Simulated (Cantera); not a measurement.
**Diamond growth**

A diamond (100) surface in a fixed gas of H2 with x(CH4) = 0.0045, x(H) = 0.0003, at 1348 K, 9.75 Torr; coverages are run to steady state.

Computed with Cantera and the Harris–Goodwin 1993 mechanism for the reconstructed diamond (100) surface.

```
x(CH3)   growth (µm/h)  θ c6HH  θ c6H*  θ c6*H  θ c6**    θ c6HM
-------  -------------  ------  ------  ------  ------  --------
1e-06          9.16e-5   0.523  0.0426   0.422  0.0131   1.27e-7
2.5e-06       0.000229   0.523  0.0426   0.422  0.0131   3.17e-7
6.2e-06       0.000568   0.523  0.0426   0.422  0.0131   7.87e-7
1.5e-05        0.00137   0.523  0.0426   0.422  0.0131   1.90e-6
3.9e-05        0.00357   0.523  0.0426   0.421  0.0131   4.95e-6
9.6e-05        0.00876   0.523  0.0426   0.421  0.0131   1.22e-5
0.00024         0.0218   0.522  0.0426   0.421  0.0130   3.04e-5
0.0006          0.0538   0.522  0.0426   0.421  0.0128   7.60e-5
0.0015           0.130   0.521  0.0425   0.420  0.0124  0.000189
```
θ: site fractions in the mechanism's names (c6HH fully hydrogenated, c6H* and c6*H radical sites, c6** diradical, c6HM methylated).
